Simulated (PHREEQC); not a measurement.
Copper plating or etch bath

Consider water at 25 °C with 0.59 mol/kgw CuCl2, 0.015 mol/kgw HNO3 and 0.023 mol/kgw H3BO3. Closed to the air; pH follows from the charge balance.

All values are PHREEQC results (ion-association model, phreeqc.dat), not measurements.

Each row changes one thing in this solution. This is a speciation only: nothing precipitates in the calculation.

| case | pH | ionic strength (mol/kgw) | H2BO3- (mol/kgw) |
|---|---|---|---|
| as made | 1.96 | 1.34 | 1.91e-9 |
| CuCl2 left out | 1.87 | 0.0150 | 1.11e-9 |
| temperature from 25 to 35 °C | 1.96 | 1.21 | … |
| HNO3 from 0.015 to 0.0015 mol/kgw | 2.96 | 1.32 | 1.91e-8 |
| CuCl2 replaced by HCl at the same molality | 0.34 | … | 4.48e-11 |

Problem. Fill in the missing entries.

Solution. 
- temperature from 25 to 35 °C, H2BO3- (mol/kgw): 2.29e-9
- CuCl2 replaced by HCl at the same molality, ionic strength (mol/kgw): 0.605

The ionic strength passes 0.7 mol/kgw, the rough limit of the ion-association models, in as made; temperature from 25 to 35 °C; HNO3 from 0.015 to 0.0015 mol/kgw. Species that the database lacks are ignored.
